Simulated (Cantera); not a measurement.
Feed: 1 mol CH3SiH3, 0.029 mol HCl, 1.1 mol H2, 0.025 mol C2H2, at 1950 °C and 0.310 bar.

These are equilibrium values from Cantera (NASA tables, ideal gas, pure condensed phases), not measurements of a reactor. Candidate condensed phases: C, C6H6, C7H8, C8H18, Si, SiC; 109 gas species. The feed counts by its element totals alone. Gases not in the tables: Si2H6 and higher silanes. Equilibrium is a limit: real reactors are often held back by kinetics, nucleation or transport.

Base state: H2 0.978, H 0.0114, HCl 0.00685, C2H2 (acetylene) 0.00284, Si 0.000171, CH4 7.43e-5, Cl 5.79e-5, SiH 3.98e-5 (mole fractions); condensed: C(graphite) + SiC(s).

What changes in the equilibrium state with this change: temperature from 1950 °C to 1302 °C?


```json
[
 {"species": "H2", "before": "0.978", "after": "0.992"},
 {"species": "HCl", "before": "0.00685", "after": "0.00698"},
 {"species": "CH4", "before": "7.43e-5", "after": "0.000555"},
 {"species": "H", "before": "0.0114", "after": "7.44e-5"},
 {"species": "C2H2 (acetylene)", "before": "0.00284", "after": "2.09e-5"},
 {"species": "SiCl2", "before": "1.04e-5", "after": "1.60e-6"},
 {"species": "Si", "before": "0.000171", "after": "1.78e-9"},
 {"species": "SiC2", "before": "1.79e-5", "after": "<1e-9"},
 {"species": "SiH", "before": "3.98e-5", "after": "2.36e-9"},
 {"species": "Si2C", "before": "1.08e-5", "after": "<1e-9"},
 {"species": "SiH2", "before": "3.73e-5", "after": "3.59e-8"},
 {"species": "C(graphite), mol", "before": "0.0269", "after": "0.0475"},
 {"species": "SiC(s), mol", "before": "0.999", "after": "1.000"}
]
```

What changes in the equilibrium state with this change: temperature from 1950 °C to 777 °C?


| species | before | after |
|---|---|---|
| H2 | 0.978 | 0.981 |
| CH4 | 7.43e-5 | 0.0122 |
| HCl | 0.00685 | 0.00706 |
| H | 0.0114 | 1.44e-8 |
| C2H2 (acetylene) | 0.00284 | 2.07e-9 |
| SiCl2 | 1.04e-5 | 7.88e-8 |
| Si | 0.000171 | <1e-9 |
| Cl | 5.79e-5 | <1e-9 |
| SiH | 3.98e-5 | <1e-9 |
| SiH2 | 3.73e-5 | <1e-9 |
| SiC2 | 1.79e-5 | <1e-9 |
| C(graphite), mol | 0.0269 | 0 |
| SiC(s), mol | 0.999 | 1.000 |
